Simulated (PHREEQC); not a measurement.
Consider water at 56 °C with 9.6 mmol/kgw K2CO3, 91 mmol/kgw KNO3 and 76 mmol/kgw KH2PO4. Closed to the air; pH follows from the charge balance.

The numbers come from PHREEQC with the ion-association model, phreeqc.dat.

No solid was allowed to form.

**Question.** Predict the pH.

**Answer.** pH 6.06.

**Question.** In which forms is C present?

**Answer.** CO2 54 %, HCO3- 46 % of the C.

Constants without temperature data keep their 25 °C values here.
